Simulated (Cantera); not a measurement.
Cantera run:

```python
import numpy as np
import cantera as ct

gas_names = """
    H H2 Hg N NH NH2 NH3 N2 N2H2 N2H4
""".split()
cond_names = """
    Hg(cr) Hg(L)
""".split()


# ... load() reads the species with a 1 bar reference pressure and builds the phases ...
atoms = {
    'Hg': {'Hg': 1},
    'H2': {'H': 2},
    'N2': {'N': 2},
}
top_T = {}  # K; cautious upper limits of use, not melting points


# ... equilibrate(T, P, feed) seeds the gas with the atoms and calls Mixture.equilibrate('TP', solver="vcs", rtol=1e-11, max_steps=5000) ...
results = []
feed = {'Hg': 1, 'H2': 6.8, 'N2': 5.9}  # mol
T = 898.15  # K
P = 101325  # Pa
mix = equilibrate(T, P, feed)
results.append((T, P, feed, dict(zip(mix.species_names, mix.species_moles))))
print(gas.report(threshold=1e-06))
for i in range(1, mix.n_phases):
    print(f"{mix.phase(i).name:16s} {mix.phase_moles(i):12.5e} mol")
```

Output:

```
       temperature   898.15 K
          pressure   1.0132e+05 Pa
           density   0.37605 kg/m^3
  mean mol. weight   27.715 kg/kmol
   phase of matter   gas

                          1 kg             1 kmol
                     ---------------   ---------------
          enthalpy          7.92e+05         2.195e+07  J
   internal energy        5.2255e+05        1.4482e+07  J
           entropy              7200        1.9955e+05  J/K
    Gibbs function       -5.6747e+06       -1.5727e+08  J
 heat capacity c_p            1090.6             30225  J/K
 heat capacity c_v            790.56             21910  J/K

                      mass frac. Y      mole frac. X     chem. pot. / RT
                     ---------------   ---------------   ---------------
                H2          0.036084           0.49606           -17.933
                Hg           0.52845          0.073014           -16.515
               NH3        0.00017553        0.00028565            -39.61
                N2           0.43529           0.43064           -25.422
     [   +6 minor]        2.8265e-12        7.6999e-11

Hg(L)             0.00000e+00 mol
```

Cantera equilibrium calculation (NASA polynomials, part measured and part estimated; ideal gas, pure solids and liquids).
